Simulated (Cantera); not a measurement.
A perfectly stirred reactor is fed with 88.2 % NO, 11.5 % N2, 0.370 % H2O, at 0.120 bar; it is held at 2198 K, and followed from long to short residence time.

Model: GRI-Mech 3.0 (53 species, 325 reactions), integrated in Cantera.

Q: Predict: x(NO) at τ = 3.60 s; x(N2O) at τ = 3.60 s; x(O2) at τ = 3.60 s; x(NO2) at τ = 3.60 s; x(N2) at τ = 3.60 s; x(NO) at τ = 20.0 ms; x(N2O) at τ = 20.0 ms; x(O2) at τ = 20.0 ms; x(NO2) at τ = 20.0 ms; x(N2) at τ = 20.0 ms.

A: 
* **x(NO) at τ = 3.60 s**: 0.0904
* **x(N2O) at τ = 3.60 s**: 2.24e-6
* **x(O2) at τ = 3.60 s**: 0.392
* **x(NO2) at τ = 3.60 s**: 5.44e-5
* **x(N2) at τ = 3.60 s**: 0.509
* **x(NO) at τ = 20.0 ms**: 0.844
* **x(N2O) at τ = 20.0 ms**: 0.000198
* **x(O2) at τ = 20.0 ms**: 0.0176
* **x(NO2) at τ = 20.0 ms**: 0.000106
* **x(N2) at τ = 20.0 ms**: 0.133
